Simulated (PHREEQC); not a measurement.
1 kg of water holding 0.05 mol/kgw Na2CO3, 0.013 mol/kgw Na2SO4 and 0.063 mol/kgw NaCl is evaporated at 25 °C; the solids stay in contact with the brine. CO2 is held at log p = -3.4 (atm). The run lets Burkeite, Halite, Mirabilite, Nahcolite, Natron, Thenardite, Trona precipitate or redissolve, and no other solid.

Equilibrium calculation in PHREEQC: Pitzer model, pitzer.dat.

```json
[
 {"water left (kg)": "0.9997", "ionic strength": "0.232", "water activity": "0.995", "Halite (mol)": "0", "Trona (mol)": "0", "Thenardite (mol)": "0", "Cl in solution (mol/kgw)": "0.0630", "S in solution (mol/kgw)": "0.0130", "pH": "9.70"},
 {"water left (kg)": "0.8216", "ionic strength": "0.284", "water activity": "0.994", "Halite (mol)": "0", "Trona (mol)": "0", "Thenardite (mol)": "0", "Cl in solution (mol/kgw)": "0.0767", "S in solution (mol/kgw)": "0.0158", "pH": "9.73"},
 {"water left (kg)": "0.6753", "ionic strength": "0.348", "water activity": "0.992", "Halite (mol)": "0", "Trona (mol)": "0", "Thenardite (mol)": "0", "Cl in solution (mol/kgw)": "0.0933", "S in solution (mol/kgw)": "0.0193", "pH": "9.76"},
 {"water left (kg)": "0.555", "ionic strength": "0.426", "water activity": "0.991", "Halite (mol)": "0", "Trona (mol)": "0", "Thenardite (mol)": "0", "Cl in solution (mol/kgw)": "0.114", "S in solution (mol/kgw)": "0.0234", "pH": "9.79"},
 {"water left (kg)": "0.4561", "ionic strength": "0.522", "water activity": "0.989", "Halite (mol)": "0", "Trona (mol)": "0", "Thenardite (mol)": "0", "Cl in solution (mol/kgw)": "0.138", "S in solution (mol/kgw)": "0.0285", "pH": "9.82"},
 {"water left (kg)": "0.3749", "ionic strength": "0.638", "water activity": "0.987", "Halite (mol)": "0", "Trona (mol)": "0", "Thenardite (mol)": "0", "Cl in solution (mol/kgw)": "0.168", "S in solution (mol/kgw)": "0.0347", "pH": "9.84"},
 {"water left (kg)": "0.3081", "ionic strength": "0.780", "water activity": "0.984", "Halite (mol)": "0", "Trona (mol)": "0", "Thenardite (mol)": "0", "Cl in solution (mol/kgw)": "0.204", "S in solution (mol/kgw)": "0.0422", "pH": "9.87"},
 {"water left (kg)": "0.2532", "ionic strength": "0.953", "water activity": "0.981", "Halite (mol)": "0", "Trona (mol)": "0", "Thenardite (mol)": "0", "Cl in solution (mol/kgw)": "0.249", "S in solution (mol/kgw)": "0.0513", "pH": "9.89"},
 {"water left (kg)": "0.2081", "ionic strength": "1.16", "water activity": "0.978", "Halite (mol)": "0", "Trona (mol)": "0", "Thenardite (mol)": "0", "Cl in solution (mol/kgw)": "0.303", "S in solution (mol/kgw)": "0.0625", "pH": "9.91"},
 {"water left (kg)": "0.171", "ionic strength": "1.42", "water activity": "0.973", "Halite (mol)": "0", "Trona (mol)": "0", "Thenardite (mol)": "0", "Cl in solution (mol/kgw)": "0.368", "S in solution (mol/kgw)": "0.0760", "pH": "9.93"},
 {"water left (kg)": "0.1406", "ionic strength": "1.74", "water activity": "0.968", "Halite (mol)": "0", "Trona (mol)": "0", "Thenardite (mol)": "0", "Cl in solution (mol/kgw)": "0.448", "S in solution (mol/kgw)": "0.0925", "pH": "9.94"},
 {"water left (kg)": "0.1155", "ionic strength": "2.12", "water activity": "0.961", "Halite (mol)": "0", "Trona (mol)": "0", "Thenardite (mol)": "0", "Cl in solution (mol/kgw)": "0.545", "S in solution (mol/kgw)": "0.113", "pH": "9.95"},
 {"water left (kg)": "0.09494", "ionic strength": "2.58", "water activity": "0.953", "Halite (mol)": "0", "Trona (mol)": "0", "Thenardite (mol)": "0", "Cl in solution (mol/kgw)": "0.664", "S in solution (mol/kgw)": "0.137", "pH": "9.96"},
 {"water left (kg)": "0.06412", "ionic strength": "3.84", "water activity": "0.930", "Halite (mol)": "0", "Trona (mol)": "0", "Thenardite (mol)": "0", "Cl in solution (mol/kgw)": "0.983", "S in solution (mol/kgw)": "0.203", "pH": "9.98"},
 {"water left (kg)": "0.0527", "ionic strength": "4.69", "water activity": "0.914", "Halite (mol)": "0", "Trona (mol)": "0", "Thenardite (mol)": "0", "Cl in solution (mol/kgw)": "1.20", "S in solution (mol/kgw)": "0.247", "pH": "9.99"},
 {"water left (kg)": "0.04331", "ionic strength": "5.71", "water activity": "0.893", "Halite (mol)": "0", "Trona (mol)": "0", "Thenardite (mol)": "0", "Cl in solution (mol/kgw)": "1.45", "S in solution (mol/kgw)": "0.300", "pH": "9.99"},
 {"water left (kg)": "0.0356", "ionic strength": "6.96", "water activity": "0.865", "Halite (mol)": "0", "Trona (mol)": "0", "Thenardite (mol)": "0", "Cl in solution (mol/kgw)": "1.77", "S in solution (mol/kgw)": "0.365", "pH": "9.99"},
 {"water left (kg)": "0.02919", "ionic strength": "8.25", "water activity": "0.831", "Halite (mol)": "0", "Trona (mol)": "0.00163", "Thenardite (mol)": "0", "Cl in solution (mol/kgw)": "2.16", "S in solution (mol/kgw)": "0.445", "pH": "9.98"},
 {"water left (kg)": "0.02353", "ionic strength": "8.33", "water activity": "0.814", "Halite (mol)": "0", "Trona (mol)": "0.0118", "Thenardite (mol)": "0", "Cl in solution (mol/kgw)": "2.68", "S in solution (mol/kgw)": "0.552", "pH": "9.93"},
 {"water left (kg)": "0.01891", "ionic strength": "8.56", "water activity": "0.790", "Halite (mol)": "0", "Trona (mol)": "0.0196", "Thenardite (mol)": "0", "Cl in solution (mol/kgw)": "3.33", "S in solution (mol/kgw)": "0.688", "pH": "9.86"},
 {"water left (kg)": "0.01515", "ionic strength": "9.04", "water activity": "0.755", "Halite (mol)": "0", "Trona (mol)": "0.0253", "Thenardite (mol)": "0", "Cl in solution (mol/kgw)": "4.16", "S in solution (mol/kgw)": "0.858", "pH": "9.76"},
 {"water left (kg)": "0.01213", "ionic strength": "8.83", "water activity": "0.734", "Halite (mol)": "0.00275", "Trona (mol)": "0.0281", "Thenardite (mol)": "0.00493", "Cl in solution (mol/kgw)": "4.97", "S in solution (mol/kgw)": "0.666", "pH": "9.70"},
 {"water left (kg)": "0.009707", "ionic strength": "8.83", "water activity": "0.734", "Halite (mol)": "0.0148", "Trona (mol)": "0.0292", "Thenardite (mol)": "0.00654", "Cl in solution (mol/kgw)": "4.97", "S in solution (mol/kgw)": "0.666", "pH": "9.70"},
 {"water left (kg)": "0.007707", "ionic strength": "8.83", "water activity": "0.734", "Halite (mol)": "0.0247", "Trona (mol)": "0.0300", "Thenardite (mol)": "0.00787", "Cl in solution (mol/kgw)": "4.97", "S in solution (mol/kgw)": "0.666", "pH": "9.70"},
 {"water left (kg)": "0.006074", "ionic strength": "8.83", "water activity": "0.734", "Halite (mol)": "0.0328", "Trona (mol)": "0.0307", "Thenardite (mol)": "0.00896", "Cl in solution (mol/kgw)": "4.97", "S in solution (mol/kgw)": "0.666", "pH": "9.70"},
 {"water left (kg)": "0.004716", "ionic strength": "8.83", "water activity": "0.734", "Halite (mol)": "0.0396", "Trona (mol)": "0.0313", "Thenardite (mol)": "0.00986", "Cl in solution (mol/kgw)": "4.97", "S in solution (mol/kgw)": "0.666", "pH": "9.70"}
]
```

Trona from water left = 0.02919 kg (pH 9.98); Halite from water left = 0.01213 kg (pH 9.70); Thenardite from water left = 0.01213 kg (pH 9.70).
